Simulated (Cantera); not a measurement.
**Equilibrium for carbon deposition, reforming and gasification: CH3OH + H2O**

Input: 1 mol CH3OH, 1.2 mol H2O, at 0.000540 bar.

These are equilibrium values from Cantera (NASA tables, ideal gas, pure condensed phases), not measurements of a reactor. Candidate condensed phases: C, C6H6, C7H8, C8H18, H2O; 110 gas species. The numbers say what is thermodynamically allowed, not how fast it happens.

From 1650 °C to 2625 °C nothing is condensed. The main C-bearing gas is CO throughout.

| T (°C) | log p H | log p H2 | log p H2O | log p CO | log p O | log p OH | log p CO2 |
|---|---|---|---|---|---|---|---|
| 1650 | -4.82 | -3.59 | -3.86 | -3.95 | -7.52 | -6.16 | -4.86 |
| 1725 | -4.59 | -3.60 | -3.87 | -3.95 | -7.00 | -5.87 | -4.88 |
| 1800 | -4.39 | -3.62 | -3.88 | -3.96 | -6.51 | -5.59 | -4.90 |
| 1875 | -4.20 | -3.65 | -3.90 | -3.97 | -6.05 | -5.34 | -4.92 |
| 1950 | -4.04 | -3.69 | -3.93 | -3.98 | -5.63 | -5.12 | -4.95 |
| 2025 | -3.89 | -3.74 | -3.99 | -4.00 | -5.24 | -4.93 | -5.00 |
| 2100 | -3.76 | -3.82 | -4.09 | -4.03 | -4.91 | -4.79 | -5.07 |
| 2175 | -3.65 | -3.91 | -4.26 | -4.06 | -4.64 | -4.72 | -5.19 |
| 2250 | -3.57 | -4.03 | -4.50 | -4.10 | -4.44 | -4.72 | -5.37 |
| 2325 | -3.51 | -4.17 | -4.82 | -4.13 | -4.31 | -4.79 | -5.58 |
| 2400 | -3.46 | -4.35 | -5.20 | -4.16 | -4.23 | -4.92 | -5.83 |
| 2475 | -3.44 | -4.54 | -5.62 | -4.17 | -4.18 | -5.09 | -6.08 |
| 2550 | -3.42 | -4.74 | -6.05 | -4.18 | -4.16 | -5.27 | -6.34 |
| 2625 | -3.41 | -4.94 | -6.48 | -4.19 | -4.14 | -5.46 | -6.58 |
log p: log10 of the partial pressure in bar; nothing condenses.
